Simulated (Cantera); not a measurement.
Input (Python, Cantera):

```python
import numpy as np
import cantera as ct

gas = ct.Solution("gri30.yaml")
gas.TPX = 375, 1400000, {'CO': 1, 'H2': 0.53, 'O2': 1.63, 'N2': 9.11}
inlet = ct.Reservoir(gas, clone=True)
gas.equilibrate("HP")  # start burning
reactor = ct.IdealGasConstPressureReactor(gas, energy="on", clone=False)
exhaust = ct.Reservoir(gas, clone=True)
tau = [0.051, 0.018, 0.006, 0.0021, 0.00072, 0.00025, 8.5e-05, 2.9e-05, 1e-05, 3.5e-06][0]
for a, b in ((inlet, reactor), (reactor, exhaust)):
    ct.MassFlowController(a, b, mdot=lambda t: reactor.mass / tau)
net = ct.ReactorNet([reactor])
show = ['CO', 'H2', 'O2', 'NO', 'H2O2', 'CO2', 'NO2']

rows = []
print(f"{'tau/s':>10s}{'T/K':>9s}" + "".join(f"{s:>11s}" for s in show))
for tau in [0.051, 0.018, 0.006, 0.0021, 0.00072, 0.00025, 8.5e-05, 2.9e-05, 1e-05, 3.5e-06]:
    net.initial_time = 0.0
    net.advance(30 * tau)
    before = gas.X
    net.advance(40 * tau)
    drift = np.max(np.abs(gas.X - before) / (gas.X + 1e-9))
    rows.append([gas.T, *gas[show].X, drift])
    print(f"{tau:10.3e}{gas.T:9.1f}" + "".join(f"{x:11.3e}" for x in gas[show].X))
```

Result:

```
     tau/s      T/K         CO         H2         O2         NO       H2O2        CO2        NO2
 5.100e-02   1409.5  1.566e-03  8.860e-05  7.593e-02  7.976e-07  2.257e-07  8.528e-02  3.293e-07
 1.800e-02   1387.4  4.317e-03  2.558e-04  7.727e-02  6.805e-07  8.968e-07  8.240e-02  3.492e-07
 6.000e-03    375.0  8.150e-02  4.319e-02  1.328e-01 -1.354e-25 -1.898e-18 -9.238e-16 -8.093e-21
 2.100e-03    375.0  8.150e-02  4.319e-02  1.328e-01 -2.910e-29 -4.079e-22 -1.985e-19 -1.739e-24
 7.200e-04    375.0  8.150e-02  4.319e-02  1.328e-01 -1.838e-30 -2.577e-23 -1.253e-20 -1.098e-25
 2.500e-04    375.0  8.150e-02  4.319e-02  1.328e-01 -1.161e-31 -1.627e-24 -7.910e-22 -6.938e-27
 8.500e-05    375.0  8.150e-02  4.319e-02  1.328e-01 -7.334e-33 -1.028e-25 -4.974e-23 -4.382e-28
 2.900e-05    375.0  8.150e-02  4.319e-02  1.328e-01 -4.632e-34 -6.494e-27 -3.076e-24 -2.768e-29
 1.000e-05    375.0  8.150e-02  4.319e-02  1.328e-01 -2.926e-35 -4.102e-28 -1.750e-25 -1.749e-30
 3.500e-06    375.0  8.150e-02  4.319e-02  1.328e-01 -1.848e-36 -2.591e-29 -5.019e-27 -1.105e-31
```

Cantera simulation using GRI-Mech 3.0 (53 species, 325 reactions); the numbers are that mechanism's predictions, not measurements. The hydrogen kinetics of GRI-Mech 3.0 are dated; newer H2 mechanisms differ, most at raised pressure. The pressure lies above the range GRI-Mech 3.0 was tuned for (to about 10 atm).
